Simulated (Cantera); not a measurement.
Charge: 1 mol SiH2Cl2, 0.029 mol C3H8, 12 mol H2, held at 2300 K and 74.0 mbar.

Cantera equilibrium calculation (NASA polynomials, part measured and part estimated; ideal gas, pure solids and liquids). Mutual solubility and eutectic melting of coexisting phases are not modelled. The tables' values for SiCl, SiCl3 are old estimates; treat these amounts as uncertain. Gases not in the tables: Si2H6 and higher silanes. Equilibrium is a limit: real reactors are often held back by kinetics, nucleation or transport.

```
species             before     after
----------------  --------  --------
H2                   0.834     0.817
HCl                 0.0940    0.0926
H                   0.0325    0.0414
Si                  0.0126    0.0194
SiCl2               0.0186    0.0176
SiC2               3.58e-5   8.60e-5
Si2C               0.00102   0.00184
Si2               0.000243  0.000409
Si3                4.55e-5   7.49e-5
C2H2 (acetylene)   7.43e-5  0.000122
SiH                0.00115   0.00161
Si(l), mol           0.370     0.240
SiC(s), mol         0.0688    0.0536
```
Gas species are given as mole fractions.

Question: What was changed between the two runs?
(A) temperature from 2300 K to 2350 K
(B) H2 from 12 to 110 mol
(C) SiH2Cl2 replaced by SiHCl3
(D) H2 from 12 to 170 mol

Answer: A, temperature from 2300 K to 2350 K
